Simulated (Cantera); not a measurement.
What does this Cantera script print?

```python
import numpy as np
import cantera as ct

gas_names = [...]  # 95 gases of nasa_gas.yaml made of C, F, H
cond_names = """
    C(gr) C6H6(L) C7H8(L) C8H18(L),n-octa
""".split()


# ... load() reads the species with a 1 bar reference pressure and builds the phases ...
atoms = {
    'c-C4F8': {'C': 4, 'F': 8},
    'H2': {'H': 2},
}
top_T = {'C(gr)': 4500}  # K; cautious upper limits of use, not melting points


# ... equilibrate(T, P, feed) seeds the gas with the atoms and calls Mixture.equilibrate('TP', solver="gibbs", rtol=1e-10, max_steps=50000) ...
results = []
feed = {'c-C4F8': 1, 'H2': 0.077}  # mol
T = 1823  # K
for P in [1, 6.8, 46, 320, 2200, 15000, 100000]:
    mix = equilibrate(T, P, feed)
    results.append((T, P, feed, dict(zip(mix.species_names, mix.species_moles))))

top = {s: max(r[3][s] / sum(r[3][g] for g in gas_names) for r in results) for s in gas_names}
cols = sorted((s for s in top if top[s] > 1e-05), key=lambda s: -top[s])[:8]
seen = [c for c in cond_names if any(r[3].get(c, 0) > 1e-12 for r in results)]
print("log10 of partial pressures in bar; condensed amounts in mol")
print(f"{'P/Pa':>10s}" + "".join(f"{s[:9]:>10s}" for s in cols + seen))
for T, P, feed, n in results:
    ng = sum(n[g] for g in gas_names)
    print(f"{P:10.4g}" + "".join(f"{np.log10(max(n[s] / ng * P / 1e5, 1e-99)):10.3f}" for s in cols)
          + "".join(f"{n.get(c, 0):10.4g}" for c in seen))
```

Output:

```
log10 of partial pressures in bar; condensed amounts in mol
      P/Pa       CF4         F       CF2        HF       CF3        CF     C(gr)
         1    -5.906    -5.227    -5.606    -6.504    -7.537    -7.979      2.15
       6.8    -4.436    -4.860    -4.871    -5.432    -6.435    -7.612     1.897
        46    -3.443    -4.612    -4.374    -4.515    -5.690    -7.363      1.96
       320    -2.552    -4.389    -3.929    -3.645    -5.022    -7.141     2.004
      2200    -1.699    -4.176    -3.503    -2.800    -4.382    -6.927     2.024
   1.5e+04    -0.860    -3.966    -3.083    -1.963    -3.753    -6.718     2.032
     1e+05    -0.034    -3.759    -2.670    -1.139    -3.134    -6.511     2.036
```

Cantera equilibrium calculation (NASA polynomials, part measured and part estimated; ideal gas, pure solids and liquids). The feed counts by its element totals alone. Gases not in the tables: C2F6 and larger saturated fluorocarbons.
